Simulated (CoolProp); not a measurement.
Vapour-liquid equilibrium of R134a (1) + n-butane (2) at -23.15 °C; x and y are mole fractions of (1).

Computed with CoolProp (multi-fluid Helmholtz-energy mixture model, Tillner-Roth 1994 and Bücker 2006; pair parameters Bell 2016).

Give the bubble pressure and the first vapour's composition at x = 0.05, 0.35, 0.8. Is there an azeotrope?

x = 0.05: 0.07561 MPa, y = 0.497; x = 0.35: 0.1316 MPa, y = 0.740; x = 0.8: 0.1319 MPa, y = 0.768. y crosses x between x = 0.65 and 0.8: the model has an azeotrope there.

Pair parameters are fitted to limited data, so mixtures are less certain than the pure fluids. With so large a gap from Raoult's law the liquid may split in two, which this calculation doesn't test in full.
